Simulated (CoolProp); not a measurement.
Properties of C3F8 (R218) along the isotherm 88.85 °C.

Computed with CoolProp (reference Helmholtz-energy equation of state, Lemmon 2006). It is a short technical equation, of lower accuracy than the large ones.

| p (bar) | phase | cp (kJ/(kg K)) | cv (kJ/(kg K)) |
|---|---|---|---|
| 1.1 | gas | 0.8842 | 0.8373 |
| 2.2 | gas | 0.8888 | 0.8390 |
| 3.3 | gas | 0.8937 | 0.8406 |
| 4.4 | gas | 0.8989 | 0.8424 |
| 5.5 | gas | 0.9046 | 0.8442 |
| 6.6 | gas | 0.9107 | 0.8461 |
| 7.7 | gas | 0.9174 | 0.8481 |
| 8.8 | gas | 0.9246 | 0.8502 |
| 9.9 | gas | 0.9325 | 0.8524 |
| 11 | gas | 0.9411 | 0.8547 |
| 12.1 | gas | 0.9506 | 0.8571 |
| 13.2 | gas | 0.9610 | 0.8596 |
